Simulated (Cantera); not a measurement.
**C + NH3 + H2 (carbon deposition, reforming and gasification)**

Input: 1 mol C, 0.1 mol NH3, 34 mol H2, held at 1648 K.

Equilibrium computed with Cantera from the NASA thermochemical tables; the gas is ideal and each condensed phase is pure. Candidate condensed phases: C, C6H6, C7H8, C8H18; 92 gas species. The ideal-gas law is rough above about 30 bar. Equilibrium is a limit: real reactors are often held back by kinetics, nucleation or transport.

```
P (Pa)     x H2     x CH4       x H     x N2  n C(graphite)
--------  -----  --------  --------  -------  -------------
10        0.990   1.31e-7   0.00886  0.00140          0.993
160       0.996   2.13e-6   0.00222  0.00141          0.993
2500      0.998   3.33e-5  0.000563  0.00141          0.992
40000     0.998  0.000533  0.000141  0.00141          0.975
630000    0.990   0.00827   3.53e-5  0.00142          0.711
10000000  0.968    0.0300   8.76e-6  0.00142              0
```
x: gas mole fraction; n: condensed amount in mol.

From 0.000100 bar to 6.30 bar the condensed part is C(graphite). At 100 bar nothing is condensed. The main C-bearing gas is HCN at 0.000100 bar and CH4 at 100 bar.
